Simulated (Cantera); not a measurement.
# Ammonia decomposition in nitride growth gas

An isothermal, constant-pressure homogeneous reactor starts with NH₃ : N₂ = 1 : 0.1 (molar parts), at 2125 K and 0.110 bar.

Cantera simulation using the gas-phase N/H chemistry of the illustrative SiF4/NH3 mechanism in the Surface Chemkin manual (1991); the numbers are that mechanism's predictions, not measurements. Walls and surfaces, which speed up NH3 decomposition in real reactors, are not modelled.

```
t (s)       x NH₃       x H    x N₂H₂    x N₂H₄     x NH      x N
--------  -------  --------  --------  --------  -------  -------
0.000200    0.907   2.28e-6   3.85e-6   3.89e-8  7.90e-6  1.56e-8
0.000522    0.902   6.50e-6   1.34e-5   1.20e-7  1.87e-5  6.46e-8
0.00136     0.889   1.69e-5   1.57e-5   1.33e-7  2.28e-5  1.85e-7
0.00356     0.856   4.07e-5   1.46e-5   1.15e-7  2.63e-5  4.64e-7
0.00928     0.777   9.53e-5   1.23e-5   8.86e-8  3.06e-5  9.89e-7
0.0242      0.614  0.000216   8.42e-6   5.79e-8  3.30e-5  1.61e-6
0.0632      0.359  0.000465   4.03e-6   2.67e-8  3.05e-5  2.09e-6
0.165       0.115  0.000965   1.03e-6   5.71e-9  2.21e-5  2.38e-6
0.431     0.00774   0.00279   6.00e-8  1.68e-10  1.00e-5  2.86e-6
1.12      2.58e-5   0.00924  1.70e-11    <1e-12  3.70e-7  3.51e-7
2.94      4.93e-6   0.00926    <1e-12    <1e-12  7.11e-8  6.77e-8
7.66      1.64e-6   0.00926    <1e-12    <1e-12  2.37e-8  2.26e-8
20.0      7.50e-7   0.00926    <1e-12    <1e-12  1.08e-8  1.03e-8
```
x: mole fraction; the columns are a selection and need not sum to one.

Equilibrium at this temperature and pressure: NH₃ 5.75e-7, H 0.00926, N₂H₂ <1e-12, N₂H₄ <1e-12, NH 8.30e-9, N 7.89e-9 (gas phase only).
